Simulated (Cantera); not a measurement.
A closed system holds: 1 mol Hg, 0.046 mol H2, equilibrated at 1000 Pa.

Equilibrium computed with Cantera from the NASA thermochemical tables; the gas is ideal and each condensed phase is pure. Candidate condensed phases: Hg; 3 gas species. Equilibrium is a limit: real reactors are often held back by kinetics, nucleation or transport. All values below are at 202 °C.

Base state: Hg 0.956, H2 0.0440 (mole fractions); condensed: gas only.

Question: What changes in the equilibrium state with this change: pressure from 1000 Pa to 10000 Pa?

Answer: 
```json
[
 {"species": "H2", "before": "0.0440", "after": "0.757"},
 {"species": "Hg", "before": "0.956", "after": "0.243"},
 {"species": "Hg(l), mol", "before": "0", "after": "0.985"}
]
```
